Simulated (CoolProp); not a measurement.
Vapour-liquid equilibrium of propylene (1) + R22 (2) at 266.9 K; x and y are mole fractions of (1).

Computed with CoolProp (multi-fluid Helmholtz-energy mixture model, Lemmon 2013 and Kamei 1995; pair parameters Bell 2016).

### Question
Give the bubble pressure and the first vapour's composition at x = 0.2, 0.5, 0.65. Is there an azeotrope?

### Answer
x = 0.2: 0.4473 MPa, y = 0.260; x = 0.5: 0.4828 MPa, y = 0.539; x = 0.65: 0.4905 MPa, y = 0.665. y crosses x between x = 0.65 and 0.8: the model has an azeotrope there.

Pair parameters are fitted to limited data, so mixtures are less certain than the pure fluids.
